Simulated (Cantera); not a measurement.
**Adiabatic ignition**

An adiabatic, constant-pressure homogeneous reactor starts with 17.6 % CH₄, 6.33 % CO, 16.0 % O₂, 60.1 % N₂, equivalence ratio 2.4, at 1773 K and 0.760 atm.

Computed with Cantera and GRI-Mech 3.0 (53 species, 325 reactions).

```
t (s)     T (K)     x CH₄    x CO     x O₂    x C₂H₂   x CH₂CO     x N₂O
--------  -----  --------  ------  -------  --------  --------  --------
3.00e-6    1773     0.176  0.0633    0.160    <1e-12  4.60e-10  2.04e-11
7.76e-6    1773     0.176  0.0633    0.160  6.58e-11   3.36e-9  9.83e-11
2.01e-5    1772     0.175  0.0633    0.160   4.49e-9   2.54e-8  4.37e-10
5.20e-5    1772     0.174  0.0632    0.159   3.36e-7   3.07e-7   1.76e-9
0.000135   1795     0.160  0.0650    0.152   5.89e-5   5.09e-5   1.35e-8
0.000348   2621  0.000368   0.180  9.07e-6   0.00162   8.44e-6   4.36e-8
0.000901   2588   1.83e-9   0.183  1.66e-5   5.69e-9  3.67e-11   2.44e-8
0.00233    2567  1.75e-11   0.183  2.56e-5    <1e-12    <1e-12   1.30e-8
0.00603    2566  1.63e-11   0.183  2.66e-5    <1e-12    <1e-12   1.04e-8
0.0156     2566  1.61e-11   0.183  2.67e-5    <1e-12    <1e-12   9.19e-9
0.0404     2566  1.61e-11   0.183  2.67e-5    <1e-12    <1e-12   9.01e-9
0.105      2566  1.61e-11   0.183  2.67e-5    <1e-12    <1e-12   9.01e-9
0.271      2566  1.61e-11   0.183  2.67e-5    <1e-12    <1e-12   9.01e-9
0.700      2566  1.61e-11   0.183  2.67e-5    <1e-12    <1e-12   9.01e-9
```
x: mole fraction; the columns are a selection and need not sum to one.

```yaml
time_of_steepest_temperature_rise: 0.212 ms
temperature at 0.700 s: 2566 K
equilibrium_temperature: 2566 K
x(CH₄) at 0.700 s: 1.61e-11 (gas-phase equilibrium 1.79e-11)
x(CO) at 0.700 s: 0.183 (gas-phase equilibrium 0.183)
x(O₂) at 0.700 s: 2.67e-5 (gas-phase equilibrium 2.67e-5)
```
